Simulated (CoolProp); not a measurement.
Model: reference Helmholtz-energy equation of state, Lemmon 2006, in CoolProp. It is a short technical equation, of lower accuracy than the large ones.

Q: Give the vapour pressure (MPa), vapour density (kg/m³), enthalpy of vaporisation (kJ/kg), surface tension (mN/m) of saturated acetone at 16.65, 25.85, 72.25 °C.

A: 
```
T (°C)  p (MPa)  vapour density (kg/m³)  enthalpy of vaporisation (kJ/kg)  surface tension (mN/m)
------  -------  ----------------------  --------------------------------  ----------------------
16.65    0.0212                   0.521                               543                    23.8
25.85    0.0319                   0.764                               533                    22.6
72.25     0.171                    3.72                               483                    16.9
```

Surface tension comes from a separate correlation (Mulero 2012).
